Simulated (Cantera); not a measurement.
Input: 1 mol Si, 3.3 mol HCl, 4.1 mol H₂, at 1 atm.

Cantera equilibrium calculation (NASA polynomials, part measured and part estimated; ideal gas, pure solids and liquids). Candidate condensed phases: Si; 19 gas species. Kinetics and transport are ignored. All values below are at 725 K.

Base state: H₂ 0.858, SiCl₄ 0.0856, SiHCl₃ 0.0539, SiH₂Cl₂ 0.00237, HCl 0.000420, SiH₃Cl 2.27e-5 (mole fractions); condensed: Si(s).

What changes in the equilibrium state with this change: HCl from 3.3 to 0.85 mol?


```csv
species,before,after
H₂,0.858,0.948
SiCl₄,0.0856,0.0266
SiHCl₃,0.0539,0.0236
SiH₂Cl₂,0.00237,0.00146
HCl,0.000420,0.000330
SiH₃Cl,2.27e-5,1.97e-5
"Si(s), mol",0.0805,0.757
```
